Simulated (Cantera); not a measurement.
A Cantera script and what it prints.

```python
import numpy as np
import cantera as ct

gas_names = [...]  # 113 gases of nasa_gas.yaml made of C, Cu, H, O
cond_names = """
    C(gr) C6H6(L) C7H8(L) C8H18(L),n-octa Cu(cr) Cu(L) CuO(s) CuO2H2(s) Cu2O(s) Cu2O(L) H2O(s) H2O(L)
""".split()


# ... load() reads the species with a 1 bar reference pressure and builds the phases ...
atoms = {
    'CuO': {'Cu': 1, 'O': 1},
    'C': {'C': 1},
    'H2': {'H': 2},
}
top_T = {'C(gr)': 4500, 'CuO(s)': 1390}  # K; cautious upper limits of use, not melting points


# ... equilibrate(T, P, feed) seeds the gas with the atoms and calls Mixture.equilibrate('TP', solver="vcs", rtol=1e-11, max_steps=5000) ...
results = []
feed = {'CuO': 1, 'C': 1.3, 'H2': 0.48}  # mol
P = 100000  # Pa
for T in [825, 875, 925, 975, 1025, 1075, 1125, 1175]:
    mix = equilibrate(T, P, feed)
    results.append((T, P, feed, dict(zip(mix.species_names, mix.species_moles))))
    x = sorted(zip(gas.X, gas.species_names), reverse=True)
    print(f"T = {T:g} K  P = {P:g} Pa  gas = {mix.phase_moles(0):.4g} mol")
    print("   x: " + "  ".join(f"{s} {v:.3e}" for v, s in x if v > 1e-06))
    print("   condensed (mol): " + ("  ".join(f"{mix.phase(i).name} {mix.phase_moles(i):.4g}"
          for i in range(1, mix.n_phases) if mix.phase_moles(i) > 1e-12) or "none"))
```

It prints:

```
T = 825 K  P = 100000 Pa  gas = 0.8744 mol
   x: CO2 3.982e-01  H2O 2.532e-01  H2 2.134e-01  CO 9.402e-02  CH4 4.119e-02
   condensed (mol): C(gr) 0.8336  Cu(cr) 1
T = 875 K  P = 100000 Pa  gas = 0.9475 mol
   x: CO2 3.439e-01  H2 2.591e-01  H2O 1.889e-01  CO 1.788e-01  CH4 2.931e-02
   condensed (mol): C(gr) 0.777  Cu(cr) 1
T = 925 K  P = 100000 Pa  gas = 1.048 mol
   x: CO 2.967e-01  H2 2.911e-01  CO2 2.646e-01  H2O 1.284e-01  CH4 1.923e-02
   condensed (mol): C(gr) 0.6917  Cu(cr) 1
T = 975 K  P = 100000 Pa  gas = 1.169 mol
   x: CO 4.266e-01  H2 3.078e-01  CO2 1.748e-01  H2O 7.890e-02  CH4 1.190e-02
   condensed (mol): C(gr) 0.5828  Cu(cr) 1
T = 1025 K  P = 100000 Pa  gas = 1.286 mol
   x: CO 5.355e-01  H2 3.140e-01  CO2 9.864e-02  H2O 4.461e-02  CH4 7.248e-03
   condensed (mol): C(gr) 0.475  Cu(cr) 1
T = 1075 K  P = 100000 Pa  gas = 1.372 mol
   x: CO 6.050e-01  H2 3.165e-01  CO2 4.975e-02  H2O 2.420e-02  CH4 4.519e-03
   condensed (mol): C(gr) 0.3953  Cu(cr) 1
T = 1125 K  P = 100000 Pa  gas = 1.423 mol
   x: CO 6.415e-01  H2 3.184e-01  CO2 2.406e-02  H2O 1.313e-02  CH4 2.924e-03
   condensed (mol): C(gr) 0.3488  Cu(cr) 1
T = 1175 K  P = 100000 Pa  gas = 1.45 mol
   x: CO 6.591e-01  H2 3.199e-01  CO2 1.176e-02  H2O 7.309e-03  CH4 1.960e-03
   condensed (mol): C(gr) 0.3248  Cu(cr) 1
```

Equilibrium computed with Cantera from the NASA thermochemical tables; the gas is ideal and each condensed phase is pure.
